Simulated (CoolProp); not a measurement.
Vapour-liquid equilibrium of n-hexane (1) + p-xylene (2) at 0.225 MPa; x and y are mole fractions of (1).

Computed with CoolProp (multi-fluid Helmholtz-energy mixture model, Thol 2019 and Zhou 2012; pair parameters Bell 2016).

```tsv
x	bubble temperature (K)	y at the bubble point	dew temperature at overall composition x (K)	liquid density (mol/L)
0.05	434.8	0.218	442.1	6.831
0.15	419.9	0.499	437.8	6.906
0.25	408.8	0.661	433.3	6.944
0.35	400.2	0.761	___	6.958
0.45	393.4	0.829	422.8	6.954
0.55	387.8	0.877	416.7	6.939
0.65	383.0	0.914	409.6	___
0.75	378.7	0.943	401.3	6.883
0.85	374.9	0.968	391.0	6.846
0.95	371.4	0.990	377.7	___
```

### Question
Complete the blanks.

### Answer

- 0.35, dew temperature at overall composition x (K): 428.3
- 0.65, liquid density (mol/L): 6.914
- 0.95, liquid density (mol/L): 6.806

No azeotrope shows between x = 0.05 and 0.95.

Pair parameters are fitted to limited data, so mixtures are less certain than the pure fluids.
